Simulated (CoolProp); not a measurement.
Properties of hexamethyldisiloxane (MM) along the isobar 976 kPa (Tc = 245.6 °C, pc = 1931 kPa, ω = 0.418).

The numbers come from the reference Helmholtz-energy equation of state, Thol 2016 in CoolProp.

| T (°C) | phase | cv (kJ/(kg K)) | speed of sound (m/s) | Joule-Thomson coefficient (K/MPa) | isothermal compressibility (1/MPa) | expansivity (1/kK) | fugacity coefficient |
|---|---|---|---|---|---|---|---|
| 141.75 | liquid | 1.836 | 493.8 | -0.05643 | 0.008021 | 2.219 | 0.2779 |
| 158.85 | liquid | 1.880 | ___ | 0.07047 | 0.01082 | 2.541 | 0.3852 |
| 175.95 | liquid | 1.923 | 373.0 | 0.2652 | 0.01558 | 3.033 | 0.5139 |
| 193.05 | liquid | 1.969 | 305.3 | 0.6122 | 0.02518 | 3.913 | 0.6621 |
| 210.15 | gas | 1.991 | 110.3 | 19.27 | 1.654 | 7.129 | 0.7721 |
| 227.25 | gas | 2.012 | 121.8 | 14.85 | 1.457 | 5.312 | 0.7995 |
| 244.25 | gas | 2.038 | 130.5 | 12.20 | ___ | 4.350 | 0.8224 |
| 261.35 | gas | 2.068 | 137.9 | ___ | ___ | 3.735 | 0.8421 |
| 278.45 | gas | 2.099 | 144.2 | 9.033 | 1.236 | 3.305 | 0.8591 |
| 295.55 | gas | 2.131 | 149.9 | 7.984 | 1.201 | 2.983 | 0.8741 |
| 312.65 | gas | 2.164 | 155.1 | ___ | 1.174 | ___ | 0.8872 |
| 329.75 | gas | 2.196 | 159.8 | 6.437 | 1.152 | ___ | 0.8989 |
| 346.85 | gas | 2.228 | ___ | 5.845 | 1.134 | 2.356 | 0.9092 |

Q: Complete the blanks.

A: 
- 158.85, speed of sound (m/s): 434.9
- 244.25, isothermal compressibility (1/MPa): 1.351
- 261.35, Joule-Thomson coefficient (K/MPa): 10.38
- 261.35, isothermal compressibility (1/MPa): 1.284
- 312.65, Joule-Thomson coefficient (K/MPa): 7.138
- 312.65, expansivity (1/kK): 2.730
- 329.75, expansivity (1/kK): 2.526
- 346.85, speed of sound (m/s): 164.2
